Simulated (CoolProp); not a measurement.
Properties of R1234yf at several states (Tc = 367.8 K, pc = 3384 kPa, ω = 0.276).

Model: reference Helmholtz-energy equation of state, Lemmon 2022, in CoolProp.

| T (K) | p (kPa) | phase | density (kg/m³) | cv (kJ/(kg K)) | expansivity (1/kK) | Prandtl number | fugacity coefficient |
|---|---|---|---|---|---|---|---|
| 170.1 | 2690 | liquid | 1458 | 0.7410 | 1.694 | 11.6 | 0.0003040 |
| 347.2 | 14300 | liquid | 1028 | 0.9896 | 2.944 | 2.77 | 0.1844 |
| 364.3 | 368 | gas | 14.44 | 0.9460 | 3.164 | 0.804 | 0.9607 |
| 157.7 | 9280 | liquid | 1496 | 0.7369 | 1.618 | 17.8 | 3.231e-5 |
| 349.3 | 8370 | liquid | 965.5 | 0.9970 | 4.101 | 2.66 | 0.2576 |

Viscosity comes from a separate model (Bell 2016), an estimate that may be off by 10 % or more. Thermal conductivity comes from a separate model (Perkins 2011).
